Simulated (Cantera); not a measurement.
A perfectly stirred reactor is fed with CH₄ : O₂ : N₂ = 1 : 3.51 : 13.2 (molar parts), equivalence ratio 0.57, at 0.207 atm; it is adiabatic with a 550 K inlet, and is followed from long to short residence time, starting on the burning branch (τ in s: 0.059, 0.021, 0.0079, 0.0029, 0.0011, 0.00039, 0.00014, 5.2e-05, 1.9e-05).

Cantera simulation using GRI-Mech 3.0 (53 species, 325 reactions); the numbers are that mechanism's predictions, not measurements.

Predict: blow-out, bracketed by the residence times tried; x(CH₄) at τ = 59.0 ms; x(O₂) at τ = 59.0 ms; x(NO) at τ = 59.0 ms; x(CH₄) at τ = 1.10 ms; x(O₂) at τ = 1.10 ms; x(C₂H₄) at τ = 1.10 ms; x(NO) at τ = 1.10 ms; x(C₂H₆) at τ = 1.10 ms.


```
Property                                                                       Result
------------------------------------------------  -----------------------------------
blow-out, bracketed by the residence times tried  burning at 1.10 ms, out at 0.390 ms
x(CH₄) at τ = 59.0 ms                                                         1.96e-5
x(O₂) at τ = 59.0 ms                                                           0.0849
x(NO) at τ = 59.0 ms                                                          1.72e-5
x(CH₄) at τ = 1.10 ms                                                        0.000504
x(O₂) at τ = 1.10 ms                                                           0.0915
x(C₂H₄) at τ = 1.10 ms                                                        8.41e-8
x(NO) at τ = 1.10 ms                                                          3.52e-6
x(C₂H₆) at τ = 1.10 ms                                                        9.12e-9
```
